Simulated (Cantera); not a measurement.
A closed system holds: 1 mol Pb, 0.4 mol O₂, 52 mol N₂, at 0.130 bar.

These are equilibrium values from Cantera (NASA tables, ideal gas, pure condensed phases), not measurements of a reactor. Candidate condensed phases: Pb, PbO, PbO₂, Pb₃O₄; 12 gas species. Mutual solubility and eutectic melting of coexisting phases are not modelled. Gases not in the tables: (PbO)n polymers. Equilibrium is a limit: real reactors are often held back by kinetics, nucleation or transport.

Question: Which condensed phases are stable at each of these points (T (°C)): 550, 650, 750, 850, 950, 1050, 1150, 1250, 1350?

Answer: 
| T (°C) | condensed phases | Pb condensed (%) |
|---|---|---|
| 550 | Pb(l) + PbO(yellow) | 100.0 |
| 650 | Pb(l) + PbO(yellow) | 99.9 |
| 750 | Pb(l) + PbO(yellow) | 98.9 |
| 850 | Pb(l) + PbO(yellow) | 92.2 |
| 950 | PbO(l) | 75.6 |
| 1050 | PbO(l) | 52.8 |
| 1150 | gas only | 0.0 |
| 1250 | gas only | 0.0 |
| 1350 | gas only | 0.0 |

From 550 °C to 850 °C the condensed part is Pb(l) + PbO(yellow). From 950 °C to 1050 °C the condensed part is PbO(l). From 1150 °C to 1350 °C nothing is condensed.
